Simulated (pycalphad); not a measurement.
An equivalent pycalphad script:

```python
from pycalphad import Database, equilibrium, calculate, variables as v
import numpy as np
db = Database('COST507.tdb')
comps = ['AL', 'SI', 'MN', 'VA']
phases = ['AL11MN4', 'AL12MN', 'AL4MN', 'AL6MN', 'AL8MN5_D810', 'ALMNSI_ALPHA', 'ALMNSI_BETA', 'ALMNSI_DELTA', 'BCC_A2', 'CBCC_A12', 'CUB_A13', 'DIAMOND_A4', 'FCC_A1', 'HCP_A3', 'LIQUID', 'MN11SI19', 'MN3SI', 'MN5SI3', 'MN6SI', 'MN9SI2', 'MNSI']
eq = equilibrium(db, comps, phases, {v.X('SI'): 0.0029, v.X('MN'): 0.0077, v.T: np.arange(1850, 499, -25), v.P: 101325, v.N: 1}, output=['HM', 'SM'])
```

Source of the numbers: pycalphad with the COST 507 light-alloy database (1999); pressure 1 atm. These are 1990s assessments: newer ones move some temperatures and phases. Phase fractions are per mole of atoms. Kinetics are ignored, which matters at the lower temperatures.

Results at three of the temperatures:

```
T = 1700.00 K, P = 101325 Pa, N = 1 mol of atoms
G = -101715 J/mol, H = 52795 J/mol, S = 90.89 J/(mol K)  (SER reference)
chemical potentials (J/mol): Al -100779, Si -165058, Mn -198165
phase             fraction      x(Al)      x(Si)      x(Mn)
LIQUID              1.0000     0.9894     0.0029     0.0077
```

```
T = 1175.00 K, P = 101325 Pa, N = 1 mol of atoms
G = -56897 J/mol, H = 36078 J/mol, S = 79.13 J/(mol K)  (SER reference)
chemical potentials (J/mol): Al -56124, Si -93884, Mn -142270
phase             fraction      x(Al)      x(Si)      x(Mn)
LIQUID              1.0000     0.9894     0.0029     0.0077
```

```
T = 1000.00 K, P = 101325 Pa, N = 1 mol of atoms
G = -43487 J/mol, H = 30514 J/mol, S = 74.00 J/(mol K)  (SER reference)
chemical potentials (J/mol): Al -42765, Si -71459, Mn -125702
phase             fraction      x(Al)      x(Si)      x(Mn)
LIQUID              1.0000     0.9894     0.0029     0.0077
```

Changes of the phase set, refined by bisection:

| T (K) | phases above | phases below |
|---|---|---|
| 929.9 | LIQUID | FCC_A1 + LIQUID |
| 926.6 | FCC_A1 + LIQUID | ALMNSI_ALPHA + FCC_A1 + LIQUID |
| 923.6 | ALMNSI_ALPHA + FCC_A1 + LIQUID | ALMNSI_ALPHA + FCC_A1 |

Database names, with the compositions (at.%) that they take in these runs: ALMNSI_ALPHA: Al 74-76 Mn 17 Si 7-9. FCC_A1 is fcc.
